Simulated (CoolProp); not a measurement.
Vapour-liquid equilibrium of diethyl ether (1) + n-hexane (2) at 0.347 MPa; x and y are mole fractions of (1).

The numbers come from the multi-fluid Helmholtz-energy mixture model, Thol 2014 and Thol 2019; pair parameters Bell 2016 in CoolProp.

```json
[
 {"x": "0.05", "bubble temperature (K)": "383.2", "y at the bubble point": "0.123", "dew temperature at overall composition x (K)": "385.5", "liquid density (mol/L)": "6.667"},
 {"x": "0.15", "bubble temperature (K)": "376.7", "y at the bubble point": "0.315", "dew temperature at overall composition x (K)": "382.3", "liquid density (mol/L)": "6.872"},
 {"x": "0.25", "bubble temperature (K)": "371.5", "y at the bubble point": "0.459", "dew temperature at overall composition x (K)": "379.0", "liquid density (mol/L)": "7.071"},
 {"x": "0.35", "bubble temperature (K)": "367.0", "y at the bubble point": "0.572", "dew temperature at overall composition x (K)": "375.5", "liquid density (mol/L)": "7.270"},
 {"x": "0.45", "bubble temperature (K)": "363.2", "y at the bubble point": "0.665", "dew temperature at overall composition x (K)": "371.8", "liquid density (mol/L)": "7.473"},
 {"x": "0.55", "bubble temperature (K)": "359.8", "y at the bubble point": "0.743", "dew temperature at overall composition x (K)": "367.9", "liquid density (mol/L)": "7.680"},
 {"x": "0.65", "bubble temperature (K)": "356.7", "y at the bubble point": "0.812", "dew temperature at overall composition x (K)": "363.8", "liquid density (mol/L)": "7.895"},
 {"x": "0.75", "bubble temperature (K)": "353.9", "y at the bubble point": "0.873", "dew temperature at overall composition x (K)": "359.5", "liquid density (mol/L)": "8.118"},
 {"x": "0.85", "bubble temperature (K)": "351.2", "y at the bubble point": "0.928", "dew temperature at overall composition x (K)": "354.9", "liquid density (mol/L)": "8.350"},
 {"x": "0.95", "bubble temperature (K)": "348.7", "y at the bubble point": "0.977", "dew temperature at overall composition x (K)": "350.1", "liquid density (mol/L)": "8.593"}
]
```

No azeotrope shows between x = 0.05 and 0.95.

The pair parameters rest on a limited set of measurements; away from them the model extrapolates.
